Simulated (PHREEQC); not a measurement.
Dissolve 120 mmol/kgw H2SO4, 0.6 mmol/kgw LiCl and 0.096 mmol/kgw Fe2(SO4)3 at 30 °C. It is in equilibrium with CO2 at log p = 0 (atm). Otherwise closed; pH follows from the charge balance.

All values are PHREEQC results (ion-association model, wateq4f.dat), not measurements.

No solid was allowed to form.

Task: Predict the pH, ionic strength.

Result: pH 0.95; ionic strength 0.160 mol/kgw.

Task: In which forms is Li present?

Result: Li+ 97 %, LiSO4- 2.7 % of the Li.

Species that the database lacks are ignored.
